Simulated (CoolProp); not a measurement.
Values from CoolProp's reference Helmholtz-energy equation of state, Thol 2015.

Question: For octamethylcyclotetrasiloxane (D4), give the phase and the density (kg/m³), cv (kJ/(kg K)), Joule-Thomson coefficient (K/MPa), isothermal compressibility (1/MPa) at 277.55 °C and 2.69 MPa; 277.55 °C and 7.19 MPa; 277.55 °C and 13.5 MPa.

Answer: 
- 277.55 °C and 2.69 MPa: liquid; density 625, cv 1.94, Joule-Thomson coefficient 0.479, isothermal compressibility 0.0266
- 277.55 °C and 7.19 MPa: liquid; density 675, cv 1.93, Joule-Thomson coefficient 0.0225, isothermal compressibility 0.0119
- 277.55 °C and 13.5 MPa: liquid; density 715, cv 1.93, Joule-Thomson coefficient -0.153, isothermal compressibility 0.00700
